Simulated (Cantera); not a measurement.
Input (Python, Cantera) and output of one run.

```python
import numpy as np
import cantera as ct

gas_names = """
    C CN CO CO2 C2 CCN CNC C2N2 C2O C3 C3O2 C4 C4N2 C5 N NCO NO NO2 NO3 N2 N2O O O2 O3 Si SiC SiC2 SiN
    SiO SiO2 Si2 Si2C Si2N Si3
""".split()
cond_names = """
    C(gr) Si(cr) Si(L) SiC(b) SiO2(Lqz) SiO2(hqz) SiO2(L) Si2N2O(s) Si3N4(a)
""".split()


# ... load() reads the species with a 1 bar reference pressure and builds the phases ...
atoms = {
    'Si3N4': {'Si': 3, 'N': 4},
    'O2': {'O': 2},
    'N2': {'N': 2},
    'CO2': {'C': 1, 'O': 2},
}
top_T = {'C(gr)': 4500, 'SiC(b)': 3050, 'Si2N2O(s)': 2100, 'Si3N4(a)': 2400}  # K; cautious upper limits of use, not melting points


# ... equilibrate(T, P, feed) seeds the gas with the atoms and calls Mixture.equilibrate('TP', solver="vcs", rtol=1e-11, max_steps=5000) ...
results = []
feed = {'Si3N4': 1, 'O2': 0.05, 'N2': 1.2, 'CO2': 0.73}  # mol
P = 1000  # Pa
for T in [998, 1148, 1298, 1448, 1598, 1748, 1898, 2048, 2198]:
    mix = equilibrate(T, P, feed)
    results.append((T, P, feed, dict(zip(mix.species_names, mix.species_moles))))

top = {s: max(r[3][s] / sum(r[3][g] for g in gas_names) for r in results) for s in gas_names}
cols = sorted((s for s in top if top[s] > 1e-06), key=lambda s: -top[s])[:7]
seen = [c for c in cond_names if any(r[3].get(c, 0) > 1e-12 for r in results)]
print("log10 of partial pressures in bar; condensed amounts in mol")
print(f"{'T/K':>10s}" + "".join(f"{s[:9]:>10s}" for s in cols + seen))
for T, P, feed, n in results:
    ng = sum(n[g] for g in gas_names)
    print(f"{T:10.4g}" + "".join(f"{np.log10(max(n[s] / ng * P / 1e5, 1e-99)):10.3f}" for s in cols)
          + "".join(f"{n.get(c, 0):10.4g}" for c in seen))
```

Result:

```
log10 of partial pressures in bar; condensed amounts in mol
       T/K        N2       SiO        CO        Si      Si2C       Si2      Si2N     C(gr)     Si(L)    SiC(b) SiO2(hqz) Si2N2O(s)
       998    -2.003   -13.855    -4.108   -24.869   -35.980   -39.199   -33.676    0.7165         0         0   0.03102     1.484
      1148    -2.015   -10.656    -3.467   -19.295   -27.348   -30.181   -25.971      0.67         0         0         0       1.5
      1298    -2.015    -8.457    -3.467   -14.780   -20.259   -22.790   -19.584      0.67         0         0         0       1.5
      1448    -2.015    -6.723    -3.467   -11.213   -14.664   -16.952   -14.542      0.67         0         0         0       1.5
      1598    -2.060    -4.872    -2.894    -8.729   -11.234   -13.038   -11.297         0         0    0.4477         0     1.275
      1748    -2.069    -3.423    -2.961    -6.631    -8.729    -9.715    -8.513         0         0    0.4759         0     1.218
      1898    -2.173    -2.560    -3.288    -4.911    -6.671    -7.008    -6.309         0     1.195    0.4841         0         0
      2048    -2.176    -2.637    -3.025    -4.122    -5.598    -6.057    -5.743         0     1.576    0.2755         0         0
      2198    -2.190    -2.759    -2.852    -3.442    -4.676    -5.239    -5.264         0     1.897   0.02305         0         0
```

Cantera equilibrium calculation (NASA polynomials, part measured and part estimated; ideal gas, pure solids and liquids). Mutual solubility and eutectic melting of coexisting phases are not modelled. The tables' values for SiN are old estimates; treat these amounts as uncertain.
